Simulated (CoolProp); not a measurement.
R115 along the isotherm 355.4 K: density (kg/m³) from the reference equation and from simpler models built on Tc = 353.1 K, pc = 3129 kPa, ω = 0.248; each cubic takes its own stable root.

The numbers come from the reference Helmholtz-energy equation of state, Lemmon 2016 in CoolProp.

| p (kPa) | phase | reference |
|---|---|---|
| 1560 | gas | 100.3 |
| 3130 | supercritical | 370.0 |
| 4690 | supercritical | 974.5 |
| 6260 | supercritical | 1044 |
| 7820 | supercritical | 1087 |
| 9390 | supercritical | 1120 |
| 11000 | supercritical | 1147 |
| 12500 | supercritical | 1169 |
| 14100 | supercritical | 1189 |
| 15600 | supercritical | 1206 |

### Question
How far does each simpler model (ideal gas, Redlich-Kwong, Soave-Redlich-Kwong, Peng-Robinson) lie from the reference over these 10 states: mean and median of the absolute difference, and the worst?

### Answer
- ideal gas: mean 50.1 %, median 52.8 %, worst -74.8 % at 355.4 K and 4690 kPa
- Redlich-Kwong: mean 6.7 %, median 6.0 %, worst -14.1 % at 355.4 K and 4690 kPa
- Soave-Redlich-Kwong: mean 7.0 %, median 6.1 %, worst -14.6 % at 355.4 K and 4690 kPa
- Peng-Robinson: mean 3.5 %, median 3.3 %, worst +6.6 % at 355.4 K and 15600 kPa
